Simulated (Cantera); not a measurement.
Thermodynamics of silicon epitaxy and polysilicon growth, feed SiH2Cl2 + HCl + N2

Input: 1 mol SiH2Cl2, 0.075 mol HCl, 63 mol N2, equilibrated at 35000 Pa.

Cantera equilibrium calculation (NASA polynomials, part measured and part estimated; ideal gas, pure solids and liquids). Candidate condensed phases: NH4Cl, Si, Si3N4; 28 gas species. N2 is the only nitrogen source here; it is nearly inert below about 1500 K, so the nitride shown seldom forms there in practice. The tables' values for SiCl3 are old estimates; treat these amounts as uncertain. Equilibrium is a limit: real reactors are often held back by kinetics, nucleation or transport.

From 827 °C to 1477 °C the condensed part is Si3N4(s). The main Si-bearing gas is SiCl4 at 827 °C and SiCl2 at 1477 °C. The share of Si in condensed phases is highest at 1027 °C (86.7 %) and lowest at 1477 °C (53.9 %).

```csv
T (°C),log p N2,log p HCl,log p H2,log p SiCl2,n Si3N4(s)
827,-0.47,-2.09,-2.81,-6.76,0.285
877,-0.47,-2.08,-2.82,-6.19,0.287
927,-0.47,-2.08,-2.83,-5.67,0.288
977,-0.47,-2.07,-2.84,-5.19,0.289
1027,-0.47,-2.07,-2.85,-4.75,0.289
1077,-0.47,-2.07,-2.86,-4.36,0.288
1127,-0.47,-2.07,-2.86,-3.99,0.286
1177,-0.47,-2.07,-2.85,-3.67,0.281
1227,-0.47,-2.08,-2.83,-3.39,0.272
1277,-0.47,-2.09,-2.80,-3.16,0.259
1327,-0.47,-2.11,-2.75,-2.98,0.242
1377,-0.47,-2.14,-2.70,-2.83,0.222
1427,-0.47,-2.18,-2.64,-2.72,0.201
1477,-0.47,-2.22,-2.58,-2.64,0.180
```
log p: log10 of the partial pressure in bar; n: condensed amount in mol.
